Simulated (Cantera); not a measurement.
Mixture: 21.8 % CO, 2.18 % H₂, 8.27 % CH₄, 14.3 % O₂, 53.5 % N₂, at 240000 Pa, adiabatic and at constant volume. Ignition delay is the time to a rise of 400 K.

Computed with Cantera and GRI-Mech 3.0 (53 species, 325 reactions).

### Question
Predict: delay at 1148 K; delay at 1248 K; delay at 1348 K; delay at 1448 K; delay at 1548 K; delay at 1648 K; delay at 1748 K; apparent activation energy between 1548 and 1748 K.

### Answer
| Item | Result |
|---|---|
| delay at 1148 K | 7.36 ms |
| delay at 1248 K | 2.78 ms |
| delay at 1348 K | 1.06 ms |
| delay at 1448 K | 0.431 ms |
| delay at 1548 K | 0.191 ms |
| delay at 1648 K | 93.7 µs |
| delay at 1748 K | 50.2 µs |
| apparent activation energy between 1548 and 1748 K | 150 kJ/mol |
